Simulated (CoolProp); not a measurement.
Values from CoolProp's reference Helmholtz-energy equation of state, Fiedler 2023.

Question: For tetrahydrofuran, give the phase and the speed of sound (m/s), isothermal compressibility (1/MPa), fugacity coefficient at -79.05 °C and 30800 kPa; 214.15 °C and 6700 kPa.

Answer: 
- -79.05 °C and 30800 kPa: liquid; speed of sound 1870, isothermal compressibility 0.000412, fugacity coefficient 1.36e-6
- 214.15 °C and 6700 kPa: liquid; speed of sound 522, isothermal compressibility 0.00802, fugacity coefficient 0.328
